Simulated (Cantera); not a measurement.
# Oxide etching and cleaning by halides: TiO2 + HCl + H2

Input: 1 mol TiO2, 18 mol HCl, 4.1 mol H2.

Cantera equilibrium calculation (NASA polynomials, part measured and part estimated; ideal gas, pure solids and liquids). Candidate condensed phases: H2O, Ti, TiCl2, TiCl3, TiCl4, TiO, TiO2, Ti2O3, Ti3O5, Ti4O7; 23 gas species. Mutual solubility and eutectic melting of coexisting phases are not modelled. The tables' values for TiCl2 are old estimates. Condensed phases not in the tables: Magnéli phases beyond Ti4O7, TiOCl. The numbers say what is thermodynamically allowed, not how fast it happens.

Q: Map the stable condensed phases over T = 877, 927, 977, 1027, 1077, 1127, 1177, 1227, 1277, 1327, 1377, 1427, 1477, 1527 °C and P in Pa = 1, 3.2, 10, 32, 100, 320, 1000, 3200, 10000, 32000, 100000.

A: 
```
T in °C \ P in Pa
              1    3.2     10     32    100    320   1000   3200  10000  32000 100000
   1527       A      A      A      A      A      A      A      A      A      A      A
   1477       A      A      A      A      A      A      A      A      A      B      B
   1427       A      B      B      B      B      B      B      B      B      B      B
   1377       B      B      B      B      B      B      B      B      B      B      C
   1327       B      B      B      B      B      B      B      B      B      C      C
   1277       B      B      B      B      B      B      B      B      C      C      C
   1227       B      B      B      B      B      B      B      C      C      C      C
   1177       B      B      B      B      B      B      C      C      C      C      C
   1127       B      B      B      B      B      C      C      C      C      C      C
   1077       B      B      B      B      C      C      C      C      C      C      C
   1027       B      B      B      C      C      C      C      C      C      C      C
    977       B      B      C      C      C      C      C      C      C      C      C
    927       C      C      C      C      C      C      C      C      C      C      C
    877       C      C      C      C      C      C      C      C      C      C      C
```
A: Ti4O7; B: TiO2 + Ti4O7; C: TiO2.
